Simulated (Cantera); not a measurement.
# SiO₂ + Si + H₂ (sublimation and decomposition of ceramics)

A closed system holds: 1 mol SiO₂, 0.098 mol Si, 7.3 mol H₂, held at 2075 K and 563 Torr.

Equilibrium computed with Cantera from the NASA thermochemical tables; the gas is ideal and each condensed phase is pure. Candidate condensed phases: H₂O, Si, SiO₂; 18 gas species. The tables hold silica as quartz up to 1696 K and as liquid above; real silica turns to tridymite and cristobalite and melts near 1996 K. Equilibrium is a limit: real reactors are often held back by kinetics, nucleation or transport.

* **x(H₂)**: 0.955
* **x(SiO)**: 0.0342
* **x(H₂O)**: 0.00827
* **x(H)**: 0.00300
* **x(OH)**: 2.97e-6
* **x(SiO₂)**: 1.18e-6
* **n(SiO₂(l))**: 0.839 mol
* **gas amount**: 7.570 mol
* **log10 activity of Si(l) (absent)**: -2.77
